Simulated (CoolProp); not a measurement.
R1123 along the isotherm 363.9 K: Z from the reference equation and from simpler models built on Tc = 331.7 K, pc = 4549 kPa, ω = 0.243; each cubic takes its own stable root.

Computed with CoolProp (reference Helmholtz-energy equation of state, Akasaka 2020).

```csv
p (kPa),phase,reference
63.2,gas,0.9965
112,gas,0.9937
200,gas,0.9887
356,gas,0.9799
632,gas,0.9640
1120,gas,0.9351
2000,gas,0.8807
3560,gas,0.7744
6320,supercritical,0.5399
11200,supercritical,0.4168
20000,supercritical,0.6041
```

Question: How far does each simpler model (Redlich-Kwong, Soave-Redlich-Kwong) lie from the reference over these 11 states: mean and median of the absolute difference, and the worst?

Answer: 
- Redlich-Kwong: mean 2.1 %, median 0.1 %, worst +9.9 % at 363.9 K and 11200 kPa
- Soave-Redlich-Kwong: mean 3.1 %, median 0.2 %, worst +16.2 % at 363.9 K and 11200 kPa
